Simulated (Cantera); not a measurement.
# Low-pressure radical oxidation in H2/O2

A perfectly stirred reactor is fed with 8.26 % H2, 91.7 % O2, equivalence ratio 0.045, at 2670 Pa; it is held at 1275 K, and followed from long to short residence time.

Cantera simulation using GRI-Mech 3.0 (53 species, 325 reactions); the numbers are that mechanism's predictions, not measurements. Radical loss at walls, strong at low pressure, is not modelled. The temperature is held fixed by assumption; the heat of reaction is taken as removed at once.

| τ (s) | x H2 | x O2 | x H2O | x O | x H2O2 | x H | x HO2 |
|---|---|---|---|---|---|---|---|
| 6.3 | 4.66e-5 | 0.913 | 0.0857 | 0.000494 | 6.59e-8 | 1.64e-5 | 9.66e-7 |
| 2.2 | 9.10e-5 | 0.912 | 0.0854 | 0.000995 | 9.32e-8 | 4.69e-5 | 1.60e-6 |
| 0.78 | 0.000174 | 0.911 | 0.0850 | 0.00197 | 1.27e-7 | 0.000131 | 2.48e-6 |
| 0.28 | 0.000326 | 0.909 | 0.0844 | 0.00382 | 1.65e-7 | 0.000356 | 3.61e-6 |
| 0.098 | 0.000612 | 0.905 | 0.0832 | 0.00733 | 2.06e-7 | 0.000960 | 4.94e-6 |
| 0.034 | 0.00113 | 0.898 | 0.0810 | 0.0135 | 2.45e-7 | 0.00245 | 6.29e-6 |
| 0.012 | 0.00200 | 0.888 | 0.0774 | 0.0223 | 2.76e-7 | 0.00542 | 7.37e-6 |
| 0.0043 | 0.00348 | 0.877 | 0.0723 | 0.0316 | 3.04e-7 | 0.00979 | 8.04e-6 |
| 0.0015 | 0.00644 | 0.869 | 0.0658 | 0.0366 | 3.54e-7 | 0.0142 | 8.38e-6 |
x: mole fraction; the columns are a selection and need not sum to one.
